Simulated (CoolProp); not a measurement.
The numbers come from the reference Helmholtz-energy equation of state, Thol 2017 in CoolProp.

### Question
Give the vapour pressure (MPa), vapour density (kg/m³), enthalpy of vaporisation (kJ/kg), surface tension (mN/m) of saturated octamethyltrisiloxane (MDM) at 197.55, 215.75 °C.

### Answer
```csv
T (°C),p (MPa),vapour density (kg/m³),enthalpy of vaporisation (kJ/kg),surface tension (mN/m)
197.55,0.287,20.6,130,3.58
215.75,0.411,30.1,119,2.61
```

Surface tension comes from a separate correlation (Mulero 2014), older than this fluid's equation and unchecked against measurements.
